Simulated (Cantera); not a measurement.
# Premixed flame

A freely propagating, adiabatic, planar premixed flame of 14.5 % CO, 20.3 % H₂, 11.6 % O₂, 53.5 % N₂, equivalence ratio 1.5, unburnt at 550 K and 9.00 bar; mixture-averaged transport, grid criteria slope 0.08 and curve 0.16, no radiation.

Cantera simulation using GRI-Mech 3.0 (53 species, 325 reactions); the numbers are that mechanism's predictions, not measurements. The hydrogen kinetics of GRI-Mech 3.0 are dated; newer H2 mechanisms differ, most at raised pressure. Burning velocities carry a grid error of a few per cent, more on coarse grids.

```json
[
 {"z (mm)": "-0.0963", "T (K)": "550", "u (m/s)": "3.22", "x CO": "0.145", "x H₂": "0.203", "x O₂": "0.116", "x CO₂": "<1e-8", "x H₂O": "6.62e-8", "x OH": "<1e-8"},
 {"z (mm)": "-0.0642", "T (K)": "550", "u (m/s)": "3.22", "x CO": "0.145", "x H₂": "0.203", "x O₂": "0.116", "x CO₂": "<1e-8", "x H₂O": "1.82e-6", "x OH": "<1e-8"},
 {"z (mm)": "-0.0481", "T (K)": "550", "u (m/s)": "3.22", "x CO": "0.146", "x H₂": "0.202", "x O₂": "0.117", "x CO₂": "9.38e-8", "x H₂O": "1.20e-5", "x OH": "<1e-8"},
 {"z (mm)": "-0.0321", "T (K)": "554", "u (m/s)": "3.22", "x CO": "0.147", "x H₂": "0.196", "x O₂": "0.117", "x CO₂": "2.92e-6", "x H₂O": "0.000176", "x OH": "<1e-8"},
 {"z (mm)": "-0.0160", "T (K)": "646", "u (m/s)": "3.65", "x CO": "0.150", "x H₂": "0.168", "x O₂": "0.118", "x CO₂": "0.000437", "x H₂O": "0.00662", "x OH": "2.56e-5"},
 {"z (mm)": "-0.00802", "T (K)": "966", "u (m/s)": "5.32", "x CO": "0.149", "x H₂": "0.131", "x O₂": "0.105", "x CO₂": "0.00438", "x H₂O": "0.0375", "x OH": "0.000721"},
 {"z (mm)": "0", "T (K)": "1390", "u (m/s)": "7.53", "x CO": "0.142", "x H₂": "0.0867", "x O₂": "0.0738", "x CO₂": "0.0141", "x H₂O": "0.0935", "x OH": "0.00225"},
 {"z (mm)": "0.00802", "T (K)": "1686", "u (m/s)": "9.05", "x CO": "0.129", "x H₂": "0.0539", "x O₂": "0.0406", "x CO₂": "0.0279", "x H₂O": "0.141", "x OH": "0.00483"},
 {"z (mm)": "0.0160", "T (K)": "1857", "u (m/s)": "9.89", "x CO": "0.117", "x H₂": "0.0399", "x O₂": "0.0212", "x CO₂": "0.0414", "x H₂O": "0.163", "x OH": "0.00686"},
 {"z (mm)": "0.0321", "T (K)": "2024", "u (m/s)": "10.7", "x CO": "0.102", "x H₂": "0.0359", "x O₂": "0.00837", "x CO₂": "0.0593", "x H₂O": "0.172", "x OH": "0.00783"},
 {"z (mm)": "0.0642", "T (K)": "2154", "u (m/s)": "11.2", "x CO": "0.0915", "x H₂": "0.0378", "x O₂": "0.00328", "x CO₂": "0.0717", "x H₂O": "0.176", "x OH": "0.00661"},
 {"z (mm)": "0.128", "T (K)": "2239", "u (m/s)": "11.6", "x CO": "0.0885", "x H₂": "0.0382", "x O₂": "0.00130", "x CO₂": "0.0757", "x H₂O": "0.180", "x OH": "0.00460"},
 {"z (mm)": "0.257", "T (K)": "2288", "u (m/s)": "11.8", "x CO": "0.0881", "x H₂": "0.0379", "x O₂": "0.000455", "x CO₂": "0.0767", "x H₂O": "0.184", "x OH": "0.00280"}
]
```
x: mole fraction of selected species; z is measured from the peak of heat release.

- laminar burning velocity: 322 cm/s
- thermal thickness: 0.0321 mm
- peak x(OH): 0.00784
- grid points: 125
